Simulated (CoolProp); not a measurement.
The fluid at 298.15 K and 6 MPa is throttled through a valve to 2.08 MPa with no heat exchange. The same conditions are run with several fluids, on thermodynamics alone (safety and materials aside).

Model: reference Helmholtz-energy equation of state of each fluid (propane: Lemmon 2009; R113: Marx 1992; C3F8 (R218): Lemmon 2006; dodecamethylcyclohexasiloxane (D6): Colonna 2008; R22: Kamei 1995), in CoolProp.

Task: Rank propane, R113, C3F8 (R218), dodecamethylcyclohexasiloxane (D6), R22 by temperature change (K), highest first.

Result: dodecamethylcyclohexasiloxane (D6) (+1.7), R113 (+1.5), propane (+0.4), R22 (+0.2), C3F8 (R218) (-0.3)

| fluid | final density (kg/m³) |
|---|---|
| propane | 495 |
| R113 | 1570 |
| C3F8 (R218) | 1340 |
| dodecamethylcyclohexasiloxane (D6) | 971 |
| R22 | 1200 |
